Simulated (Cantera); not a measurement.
Feed: 1 mol BN, 55 mol HCl, 25 mol H2, held at 725 K and 0.590 bar.

Cantera equilibrium calculation (NASA polynomials, part measured and part estimated; ideal gas, pure solids and liquids). Candidate condensed phases: B, BN, NH4Cl; 21 gas species. Rates play no part.

Base state: HCl 0.687, H2 0.313 (mole fractions); condensed: BN(s).

Problem. What changes in the equilibrium state with this change: temperature from 725 K to 1475 K?

Solution. 
```json
[
 {"species": "HCl", "before": "0.687", "after": "0.669"},
 {"species": "H2", "before": "0.313", "after": "0.322"},
 {"species": "BCl3", "before": "4.70e-6", "after": "0.00626"},
 {"species": "Cl", "before": "<1e-9", "after": "1.61e-5"},
 {"species": "N2", "before": "1.87e-6", "after": "0.00313"},
 {"species": "BN(s), mol", "before": "1.000", "after": "0.499"}
]
```
Gases not in the tables: BHCl2.

Problem. What changes in the equilibrium state with this change: temperature from 725 K to 1498.15 K?

Solution. 
| species | before | after |
|---|---|---|
| HCl | 0.687 | 0.667 |
| H2 | 0.313 | 0.323 |
| BCl3 | 4.70e-6 | 0.00692 |
| Cl | <1e-9 | 2.12e-5 |
| H | <1e-9 | 1.27e-5 |
| BCl2 | <1e-9 | 1.19e-5 |
| N2 | 1.87e-6 | 0.00347 |
| BN(s), mol | 1.000 | 0.445 |
The tables' values for BCl2 are old estimates; treat these amounts as uncertain. Gases not in the tables: BHCl2.
